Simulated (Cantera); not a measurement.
Charge: 1 mol C3H6, 1.6 mol NH3, 61 mol H2, 0.39 mol CO2, at 31.0 bar.

Equilibrium computed with Cantera from the NASA thermochemical tables; the gas is ideal and each condensed phase is pure. Candidate condensed phases: C, C6H6, C7H8, C8H18, H2O; 136 gas species. The ideal-gas law is rough above about 30 bar. Kinetics and transport are ignored. All values below are at 2150 K.

Base state: H2 0.964, CO 0.0115, N2 0.0105, CH4 0.00846, HCN 0.00256, C2H2 (acetylene) 0.00187, H 0.000744, HNC 0.000188 (mole fractions); condensed: C(graphite).

Task: What changes in the equilibrium state with this change: pressure from 31.0 bar to 1.00 bar?

Result: 
```csv
species,before,after
H2,0.964,0.969
CO,0.0115,0.0115
N2,0.0105,0.0104
CH4,0.00846,0.000276
H,0.000744,0.00415
H2O,2.32e-5,7.48e-7
NH3,4.78e-5,1.55e-6
C2H4,0.000172,5.62e-6
CH3,0.000126,2.28e-5
"C(graphite), mol",1.57,2.15
```
